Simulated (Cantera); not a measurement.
An isothermal plug-flow reactor at 750 K and 750 Torr (inlet), inlet velocity 1.4 m/s, active area per volume 180 1/m; feed 0.863 % CO, 7.60 % O2, 91.0 % N2, 0.587 % H2O, equivalence ratio 0.057.

Detailed kinetics in Cantera: Deutschmann's 1995 Pt surface mechanism with GRI-Mech 3.0 gas chemistry. Catalytic surfaces can have several steady states; this one follows from the mechanism file's or the stated starting coverage. Mass transfer to the wall is taken as infinitely fast.

One state of this run: x CO = 0.00135; x O2 = 0.0726; x H2O = 0.00589; x CO2 = 0.00731; θ free Pt = 0.0247; θ O* = 0.973; θ OH* = 0.00169; θ CO* = 0.000323. x: gas mole fraction; θ: surface coverage.

Question: Which value of z (m) does it belong to?
A) 0.03
B) 0.017
C) 0.0003
D) 0.0053

Answer: A, 0.03
